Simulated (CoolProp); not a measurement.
Vapour-liquid equilibrium of R22 (1) + R123 (2) at 326.1 K; x and y are mole fractions of (1).

The numbers come from the multi-fluid Helmholtz-energy mixture model, Kamei 1995 and Younglove 1994; pair parameters Bell 2016 in CoolProp.

```json
[
 {"x": "0.05", "bubble pressure, mixture model (kPa)": "305.7", "bubble pressure, Raoult's law (kPa)": "324.7", "y, mixture model": "0.259", "y, Raoult's law": "0.320"},
 {"x": "0.2", "bubble pressure, mixture model (kPa)": "545.8", "bubble pressure, Raoult's law (kPa)": "601.4", "y, mixture model": "0.626", "y, Raoult's law": "0.691"},
 {"x": "0.35", "bubble pressure, mixture model (kPa)": "805.2", "bubble pressure, Raoult's law (kPa)": "878.2", "y, mixture model": "0.778", "y, Raoult's law": "0.828"},
 {"x": "0.5", "bubble pressure, mixture model (kPa)": "1074", "bubble pressure, Raoult's law (kPa)": "1155", "y, mixture model": "0.860", "y, Raoult's law": "0.899"},
 {"x": "0.65", "bubble pressure, mixture model (kPa)": "1351", "bubble pressure, Raoult's law (kPa)": "1432", "y, mixture model": "0.913", "y, Raoult's law": "0.943"},
 {"x": "0.8", "bubble pressure, mixture model (kPa)": "1640", "bubble pressure, Raoult's law (kPa)": "1708", "y, mixture model": "0.953", "y, Raoult's law": "0.973"},
 {"x": "0.95", "bubble pressure, mixture model (kPa)": "1960", "bubble pressure, Raoult's law (kPa)": "1985", "y, mixture model": "0.988", "y, Raoult's law": "0.994"}
]
```

The largest gap from Raoult's law is -9.2 % in bubble pressure, at x = 0.2. No azeotrope shows between x = 0.05 and 0.95.

Pair parameters are fitted to limited data, so mixtures are less certain than the pure fluids.
